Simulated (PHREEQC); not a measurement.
A solution holds 3.2e-05 mol/kgw Ca(HCO3)2, 2.9e-05 mol/kgw CO2 and 0.0051 mol/kgw MgSO4, at 25 °C. Closed to the air; pH follows from the charge balance.

Computed with PHREEQC (Pitzer model, pitzer.dat).

pH: 6.62
ionic strength: 0.0205 mol/kgw
specific conductance: 1130 µS/cm
osmotic coefficient: 0.796
total alkalinity: 0.0640 meq/kg

```json
[
 {"species": "Mg+2", "molality": "0.00510", "activity": "0.00267", "log γ": "-0.280"},
 {"species": "SO4-2", "molality": "0.00510", "activity": "0.00259", "log γ": "-0.294"},
 {"species": "HCO3-", "molality": "6.42e-5", "activity": "5.52e-5", "log γ": "-0.066"},
 {"species": "Ca+2", "molality": "3.20e-5", "activity": "1.53e-5", "log γ": "-0.322"},
 {"species": "CO2", "molality": "2.88e-5", "activity": "2.88e-5", "log γ": "0.001"},
 {"species": "H+", "molality": "2.75e-7", "activity": "2.38e-7", "log γ": "-0.062"},
 {"species": "HSO4-", "molality": "6.77e-8", "activity": "5.88e-8", "log γ": "-0.061"},
 {"species": "OH-", "molality": "4.99e-8", "activity": "4.25e-8", "log γ": "-0.070"},
 {"species": "MgCO3", "molality": "2.40e-8", "activity": "2.40e-8", "log γ": "0.000"},
 {"species": "MgOH+", "molality": "2.01e-8", "activity": "1.74e-8", "log γ": "-0.063"},
 {"species": "CO3-2", "molality": "1.92e-8", "activity": "1.06e-8", "log γ": "-0.258"}
]
```

This is a speciation only: nothing precipitates in the calculation.
